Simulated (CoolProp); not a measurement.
Vapour-liquid equilibrium of n-heptane (1) + m-xylene (2) at 3.6 bar; x and y are mole fractions of (1).

Values from CoolProp's multi-fluid Helmholtz-energy mixture model, Span 2003 and Zhou 2012; pair parameters Bell 2016.

```
x     bubble temperature (°C)  y at the bubble point  dew temperature at overall composition x (°C)  liquid density (mol/L)
----  -----------------------  ---------------------  ---------------------------------------------  ----------------------
0.05                    189.2                  0.121                                          191.8                   6.533
0.15                        …                  0.312                                          188.1                   6.452
0.25                    175.7                  0.454                                              …                   6.361
0.35                        …                  0.566                                              …                   6.265
0.45                        …                  0.658                                          175.9                   6.165
0.55                    162.3                  0.736                                          171.4                   6.064
0.65                    158.8                  0.805                                          166.6                   5.964
0.75                    155.6                  0.866                                          161.6                   5.863
0.85                    152.5                      …                                          156.4                   5.764
0.95                    149.7                  0.975                                          151.1                   5.666
```

Problem. What belongs in the gaps?

Solution. 
- 0.15, bubble temperature (°C): 181.8
- 0.25, dew temperature at overall composition x (°C): 184.3
- 0.35, bubble temperature (°C): 170.6
- 0.35, dew temperature at overall composition x (°C): 180.2
- 0.45, bubble temperature (°C): 166.2
- 0.85, y at the bubble point: 0.923

No azeotrope shows between x = 0.05 and 0.95.

The pair parameters rest on a limited set of measurements; away from them the model extrapolates.
